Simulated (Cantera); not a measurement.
Equilibrium for hydrogen reduction and annealing atmospheres: Fe3O4 + H2

Charge: 1 mol Fe3O4, a varied amount of H2, held at 900 °C and 0.100 bar.

Method: chemical equilibrium by Gibbs-energy minimisation in Cantera with the NASA 1993 tables (ideal gas, pure condensed phases). Candidate condensed phases: Fe, FeO, Fe(OH)2, Fe(OH)3, Fe2O3, Fe3O4, H2O; 12 gas species. Mutual solubility and eutectic melting of coexisting phases are not modelled. The tables' stoichiometric FeO is somewhat more stable than real wüstite, so its field is too wide. FeO: taken at fixed stoichiometry. Rates play no part.

```json
[
 {"n(H2) (mol)": "0.5", "x H2O": "0.959", "x H2": "0.0411", "x H": "7.56e-8", "x Fe(OH)2": "2.67e-7", "x OH": "1.22e-8", "n FeO(s)": "1.44", "n Fe3O4(s)": "0.521"},
 {"n(H2) (mol)": "0.73", "x H2O": "0.959", "x H2": "0.0411", "x H": "7.56e-8", "x Fe(OH)2": "2.67e-7", "x OH": "1.22e-8", "n FeO(s)": "2.10", "n Fe3O4(s)": "0.300"},
 {"n(H2) (mol)": "0.95", "x H2O": "0.959", "x H2": "0.0411", "x H": "7.56e-8", "x Fe(OH)2": "2.67e-7", "x OH": "1.22e-8", "n FeO(s)": "2.73", "n Fe3O4(s)": "0.0890"},
 {"n(H2) (mol)": "1.2", "x H2O": "0.833", "x H2": "0.167", "x H": "1.52e-7", "x Fe(OH)2": "2.32e-7", "x OH": "5.25e-9", "n FeO(s)": "3.00", "n Fe3O4(s)": "0"},
 {"n(H2) (mol)": "1.4", "x H2O": "0.714", "x H2": "0.286", "x H": "1.99e-7", "x Fe(OH)2": "1.99e-7", "x OH": "3.43e-9", "n FeO(s)": "3.00", "n Fe3O4(s)": "0"},
 {"n(H2) (mol)": "1.6", "x H2O": "0.625", "x H2": "0.375", "x H": "2.28e-7", "x Fe(OH)2": "1.74e-7", "x OH": "2.62e-9", "n FeO(s)": "3.00", "n Fe3O4(s)": "0"},
 {"n(H2) (mol)": "1.9", "x H2O": "0.526", "x H2": "0.474", "x H": "2.57e-7", "x Fe(OH)2": "1.46e-7", "x OH": "1.97e-9", "n FeO(s)": "3.00", "n Fe3O4(s)": "0"},
 {"n(H2) (mol)": "2.1", "x H2O": "0.476", "x H2": "0.524", "x H": "2.70e-7", "x Fe(OH)2": "1.33e-7", "x OH": "1.69e-9", "n FeO(s)": "3.00", "n Fe3O4(s)": "0"}
]
```
x: gas mole fraction; n: condensed amount in mol.

From 0.5 mol H2 to 0.95 mol H2 the condensed part is FeO(s) + Fe3O4(s). From 1.2 mol H2 to 2.1 mol H2 the condensed part is FeO(s). The main Fe-bearing gas is Fe(OH)2 throughout.
